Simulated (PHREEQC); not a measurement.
A solution holds 0.22 mol HF, 4.2e-05 mol (NH4)2SiF6, 0.042 mol H3PO4 and 0.0065 mol H2SO4 per kg of water, at 23 °C. Closed to the air; pH follows from the charge balance.

The numbers come from PHREEQC with the ion-association model, wateq4f.dat.

Each row changes one thing in this solution. This is a speciation only: nothing precipitates in the calculation.

```csv
case,pH,ionic strength (mol/kgw),HF (mol/kgw),H2F2 (mol/kgw),H3PO4 (mol/kgw),H2PO4- (mol/kgw),SI of Quartz (SiO2)
as made,1.63,0.0295,0.124,0.0436,0.0311,0.0109,-9.79
diluted 100-fold with water,2.91,0.00135,0.00138,5.33e-6,6.14e-5,0.000359,-2.68
H3PO4 from 0.042 to 0.42 mol/kgw,1.25,0.0691,0.126,0.0451,?,0.0561,-9.18
H2SO4 left out,?,0.0208,0.124,0.0430,0.0293,?,?
diluted 2-fold with water,1.82,0.0188,0.0736,0.0152,0.0138,0.00721,-9.04
(NH4)2SiF6 from 4.2e-05 to 4.62e-05 mol/kgw,1.63,0.0295,0.124,0.0436,0.0311,0.0109,-9.75
H3PO4 replaced by KH2PO4 at the same molality,2.10,0.0553,0.117,0.0391,0.0203,0.0217,-10.66
temperature from 23 to 20 °C,1.63,0.0299,?,0.0455,0.0309,0.0111,-9.92
```

Q: Some entries are withheld; supply them.

A: 
- H3PO4 from 0.042 to 0.42 mol/kgw, H3PO4 (mol/kgw): 0.364
- H2SO4 left out, pH: 1.74
- H2SO4 left out, H2PO4- (mol/kgw): 0.0127
- H2SO4 left out, SI of Quartz (SiO2): -9.94
- temperature from 23 to 20 °C, HF (mol/kgw): 0.120

wateq4f.dat counts part of the HF as a dimer, H2F2, which phreeqc.dat doesn't know; its constant is uncertain. H3PO4, which wateq4f.dat lacks, is added to it with the constant of phreeqc.dat. SiF6-2 is the database's only silicon fluoride.
